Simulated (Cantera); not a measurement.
Gas mixture: N2O = 0.12 (molar parts), at 10.00 Torr, frozen composition.

Cantera's kinetic-theory transport with the Lennard-Jones parameters of GRI-Mech 3.0, ideal gas; thermal conductivity in the mixture-averaged form. The composition is frozen, though it would react at the higher temperatures.

One state of this run: ρ (kg/m³) = 0.0109; cp (J/kg/K) = 1127; μ (µPa s) = 29.1; λ (mW/m/K) = 44.4; Pr = 0.739; D (cm²/s) H = 300; D (cm²/s) NO = 45.9; D (cm²/s) N2 = 46.9. D: mixture-averaged diffusion coefficient of that species in the mixture.

**Question.** Which value of T (K) does it belong to?
A. 1400
B. 900
C. 650
D. 1900

**Answer.** C, 650
